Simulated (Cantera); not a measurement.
Cantera run:

```python
import numpy as np
import cantera as ct

gas_names = """
    AL ALH ALN ALO ALOH ALO2 ALO2H AL2 AL2O AL2O2 H HALO HNO HNO2 HNO3 HO2 H2 H2O H2O2 N NH NH2 NH3
    NH2OH NO NO2 NO3 N2 N2H2 N2H4 N2O O OH O2 O3
""".split()
cond_names = """
    AL(cr) AL(L) ALN(s) AL2O3(a) AL2O3(L) H2O(s) H2O(L)
""".split()


# ... load() reads the species with a 1 bar reference pressure and builds the phases ...
atoms = {
    'Al': {'AL': 1},
    'O2': {'O': 2},
    'H2': {'H': 2},
    'N2': {'N': 2},
}
top_T = {'ALN(s)': 2750}  # K; cautious upper limits of use, not melting points


# ... equilibrate(T, P, feed) seeds the gas with the atoms and calls Mixture.equilibrate('TP', solver="vcs", rtol=1e-11, max_steps=5000) ...
results = []
feed = {'Al': 1, 'O2': 14, 'H2': 610, 'N2': 0.87}  # mol
T = 1648.15  # K
P = 133.322  # Pa
mix = equilibrate(T, P, feed)
results.append((T, P, feed, dict(zip(mix.species_names, mix.species_moles))))
x = sorted(zip(gas.X, gas.species_names), reverse=True)
print(f"T = {T:g} K  P = {P:g} Pa  gas = {mix.phase_moles(0):.4g} mol")
print("   x: " + "  ".join(f"{s} {v:.3e}" for v, s in x if v > 0.001))
print("   condensed (mol): " + ("  ".join(f"{mix.phase(i).name} {mix.phase_moles(i):.4g}"
      for i in range(1, mix.n_phases) if mix.phase_moles(i) > 1e-12) or "none"))
```

Output:

```
T = 1648.15 K  P = 133.322 Pa  gas = 611.6 mol
   x: H2 9.529e-01  H2O 4.332e-02  H 2.384e-03  N2 1.422e-03
   condensed (mol): AL2O3(a) 0.5
```

These are equilibrium values from Cantera (NASA tables, ideal gas, pure condensed phases), not measurements of a reactor.
